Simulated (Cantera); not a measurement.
# Low-pressure radical oxidation in H2/O2

A perfectly stirred reactor is fed with 3.75 % H2, 73.5 % O2, 22.8 % N2, at 25.5 Torr; it is held at 1173 K, and followed from long to short residence time.

Detailed kinetics in Cantera: the H2/O2 subset of GRI-Mech 3.0, which has no nitrogen chemistry. Radical loss at walls, strong at low pressure, is not modelled. The temperature is held fixed by assumption; the heat of reaction is taken as removed at once.

| τ (s) | x H2 | x O2 | x HO2 | x H2O | x H2O2 | x OH | x O |
|---|---|---|---|---|---|---|---|
| 5.3 | 3.72e-5 | 0.729 | 8.72e-7 | 0.0380 | 6.46e-8 | 0.000262 | 0.000275 |
| 1.8 | 7.16e-5 | 0.729 | 1.40e-6 | 0.0379 | 8.78e-8 | 0.000377 | 0.000560 |
| 0.62 | 0.000135 | 0.728 | 2.13e-6 | 0.0377 | 1.14e-7 | 0.000540 | 0.00111 |
| 0.21 | 0.000253 | 0.727 | 3.09e-6 | 0.0374 | 1.43e-7 | 0.000779 | 0.00219 |
| 0.072 | 0.000467 | 0.726 | 4.22e-6 | 0.0368 | 1.73e-7 | 0.00112 | 0.00411 |
| 0.025 | 0.000861 | 0.723 | 5.40e-6 | 0.0357 | 2.06e-7 | 0.00157 | 0.00716 |
| 0.0084 | 0.00165 | 0.719 | 6.50e-6 | 0.0338 | 2.48e-7 | 0.00219 | 0.0112 |
| 0.0029 | 0.00325 | 0.715 | 7.31e-6 | 0.0307 | 3.12e-7 | 0.00292 | 0.0144 |
| 0.00098 | 0.00690 | 0.715 | 7.70e-6 | 0.0258 | 4.09e-7 | 0.00368 | 0.0145 |
| 0.00034 | 0.0148 | 0.719 | 7.42e-6 | 0.0179 | 4.66e-7 | 0.00390 | 0.0108 |
| 0.00011 | 0.0319 | 0.731 | 5.42e-6 | 0.00412 | 1.18e-7 | 0.00151 | 0.00266 |
x: mole fraction; the columns are a selection and need not sum to one.
